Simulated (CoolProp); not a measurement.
Vapour-liquid equilibrium of ethanol (1) + n-decane (2) at 146.35 °C; x and y are mole fractions of (1).

Computed with CoolProp (multi-fluid Helmholtz-energy mixture model, Schroeder 2014 and Lemmon 2006; pair parameters Bell 2016).

Give the bubble pressure and the first vapour's composition at x = 0.05, 0.2, 0.95. Is there an azeotrope?

x = 0.05: 0.2077 MPa, y = 0.767; x = 0.2: 0.4825 MPa, y = 0.898; x = 0.95: 0.8585 MPa, y = 0.986. No azeotrope shows between x = 0.05 and 0.95.

Pair parameters are fitted to limited data, so mixtures are less certain than the pure fluids. With so large a gap from Raoult's law the liquid may split in two, which this calculation doesn't test in full.
